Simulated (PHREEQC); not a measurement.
Solution (79 °C): 0.0079 mol NaHSO4 and 0.0059 mol NaF per kg of water. It is in equilibrium with CO2 at log p = -3.4 (atm). Otherwise closed; pH follows from the charge balance.

The numbers come from PHREEQC with the ion-association model, phreeqc.dat.

Precipitation was switched off in this run.

### Question
Order these S species by the share of S that they hold, largest first: HSO4-, SO4-2, NaSO4-.

### Answer
SO4-2 (74 %), HSO4- (22 %), NaSO4- (3.6 %)

The pH is 2.92 and the ionic strength 0.0208 mol/kgw. Away from 25 °C the constants follow the database's enthalpies or fits; those with neither stay at their 25 °C values.
